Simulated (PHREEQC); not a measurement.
1 kg of water holding 0.26 mol NaCl meets 20 L of dry gas (H2 1 by moles) at fixed total pressure, at 60 °C; fugacities by Peng-Robinson. The gases take part in no redox reaction, some water evaporates into the gas, and hydrates or a liquid gas phase aren't modelled. No solid was allowed to form.

The numbers come from PHREEQC with the ion-association model, phreeqc.dat.

| P (atm) | dissolved H2 (mol/kgw) | φ of H2 |
|---|---|---|
| 2 | 0.00123 | 1.001 |
| 5 | 0.00328 | 1.001 |
| 10 | 0.00666 | 1.003 |
| 20 | 0.0133 | 1.006 |
| 30 | 0.0199 | 1.008 |
| 40 | 0.0264 | 1.012 |
| 75 | 0.0484 | 1.022 |
| 100 | 0.0634 | 1.031 |
| 150 | 0.0919 | 1.049 |
| 200 | 0.119 | 1.068 |
| 300 | 0.167 | 1.112 |
| 400 | 0.209 | 1.160 |

Complexes and solids missing from the database can't appear. Constants without temperature data keep their 25 °C values here.
